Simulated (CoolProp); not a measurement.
Vapour-liquid equilibrium of CH2F2 (R32) (1) + R142b (2) at 18.95 °C; x and y are mole fractions of (1).

Model: multi-fluid Helmholtz-energy mixture model, Tillner-Roth 1997 and Lemmon 2006; pair parameters Bell 2016, in CoolProp.

| x | bubble pressure, mixture model (MPa) | bubble pressure, Raoult's law (MPa) | y, mixture model | y, Raoult's law |
|---|---|---|---|---|
| 0.05 | 0.3423 | 0.3369 | 0.209 | 0.213 |
| 0.125 | 0.4394 | 0.4234 | 0.415 | 0.423 |
| 0.2 | 0.5375 | 0.5098 | 0.549 | 0.562 |
| 0.275 | 0.6342 | 0.5963 | 0.642 | 0.660 |
| 0.35 | 0.7279 | 0.6828 | 0.710 | 0.734 |
| 0.425 | 0.8179 | 0.7692 | 0.762 | 0.791 |
| 0.5 | 0.9037 | 0.8557 | 0.804 | 0.837 |
| 0.575 | 0.9858 | 0.9422 | 0.839 | 0.874 |
| 0.65 | 1.065 | 1.029 | 0.870 | 0.905 |
| 0.725 | 1.142 | 1.115 | 0.898 | 0.931 |
| 0.8 | 1.219 | 1.202 | 0.925 | 0.954 |
| 0.875 | 1.297 | 1.288 | 0.952 | 0.973 |
| 0.95 | 1.377 | 1.375 | 0.980 | 0.990 |

The largest gap from Raoult's law is +6.6 % in bubble pressure, at x = 0.35. No azeotrope shows between x = 0.05 and 0.95.

Pair parameters are fitted to limited data, so mixtures are less certain than the pure fluids.
